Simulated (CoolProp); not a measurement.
Values from CoolProp's reference Helmholtz-energy equation of state, Setzmann 1991.

Problem. Give the vapour pressure (MPa), surface tension (mN/m), vapour viscosity (µPa s) of saturated methane at -115.55, -110.55, -105.45 °C.

Solution. 
```json
[
 {"T (°C)": "-115.55", "p (MPa)": "1.44", "surface tension (mN/m)": "4.49", "vapour viscosity (µPa s)": "6.32"},
 {"T (°C)": "-110.55", "p (MPa)": "1.76", "surface tension (mN/m)": "3.67", "vapour viscosity (µPa s)": "6.66"},
 {"T (°C)": "-105.45", "p (MPa)": "2.14", "surface tension (mN/m)": "2.87", "vapour viscosity (µPa s)": "7.08"}
]
```

Viscosity comes from a separate model (Quiñones-Cisneros 2006). Surface tension comes from a separate correlation (Mulero 2012).
